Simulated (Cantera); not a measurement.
**Stirred combustor or abatement burner**

A perfectly stirred reactor is fed with 9.35 % CH₄, 20.1 % O₂, 70.4 % N₂, 0.150 % H₂O, equivalence ratio 0.93, at 100000 Pa; it is adiabatic with a 398 K inlet, and is followed from long to short residence time, starting on the burning branch (τ in s: 0.39, 0.14, 0.051, 0.019, 0.0068, 0.0025, 0.0009, 0.00033, 0.00012, 4.3e-05).

Cantera simulation using GRI-Mech 3.0 (53 species, 325 reactions); the numbers are that mechanism's predictions, not measurements.

| τ (s) | T (K) | x CH₄ | x O₂ | x C₂H₆ | x CO | x HCO |
|---|---|---|---|---|---|---|
| 0.39 | 2273 | 7.14e-7 | 0.0160 | <1e-12 | 0.00704 | 6.87e-9 |
| 0.14 | 2271 | 1.89e-6 | 0.0165 | <1e-12 | 0.00736 | 1.81e-8 |
| 0.051 | 2262 | 4.71e-6 | 0.0174 | 3.13e-12 | 0.00815 | 4.88e-8 |
| 0.019 | 2242 | 1.07e-5 | 0.0187 | 1.56e-11 | 0.00982 | 1.30e-7 |
| 0.0068 | 2201 | 2.32e-5 | 0.0207 | 6.89e-11 | 0.0129 | 3.59e-7 |
| 0.0025 | 2141 | 4.82e-5 | 0.0234 | 2.70e-10 | 0.0169 | 9.55e-7 |
| 0.00090 | 2062 | 0.000106 | 0.0268 | 1.17e-9 | 0.0216 | 2.55e-6 |
| 0.00033 | 1973 | 0.000252 | 0.0310 | 6.12e-9 | 0.0268 | 6.60e-6 |
| 0.00012 | 1872 | 0.000724 | 0.0374 | 5.33e-8 | 0.0343 | 1.76e-5 |
| 4.3e-5 | 398 | 0.0935 | 0.201 | <1e-12 | <1e-12 | <1e-12 |
x: mole fraction; the columns are a selection and need not sum to one.
